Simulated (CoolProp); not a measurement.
Saturated liquid density (kg/m³) of carbon dioxide: the reference equation beside estimates from Tc = 31.0 °C, pc = 73.77 bar, ω = 0.224.

Computed with CoolProp (reference Helmholtz-energy equation of state, Span 1996).

| T (°C) | reference | van der Waals | Peng-Robinson |
|---|---|---|---|
| -46.05 | 1140 | 701.6 | 1186 |
| -40.75 | 1119 | 689.1 | 1161 |
| -35.35 | 1098 | 675.9 | 1135 |
| -29.95 | 1076 | 662.0 | 1107 |
| -24.65 | 1053 | 647.8 | 1078 |
| -19.25 | 1028 | 632.5 | 1046 |
| -13.85 | 1002 | 616.3 | 1012 |
| -8.55 | 975.4 | 599.4 | 976.2 |
| -3.15 | 945.8 | 581.0 | 936.3 |
| 2.25 | 913.7 | 561.0 | 892.5 |
| 7.55 | 878.7 | 539.5 | 844.9 |
| 12.95 | 838.3 | 514.8 | 790.1 |
| 18.35 | 790.3 | 486.2 | 726.2 |

Absolute difference from the reference over all 13 rows, mean and median: van der Waals 38.5 and 38.5 %, Peng-Robinson 3.1 and 2.9 %.
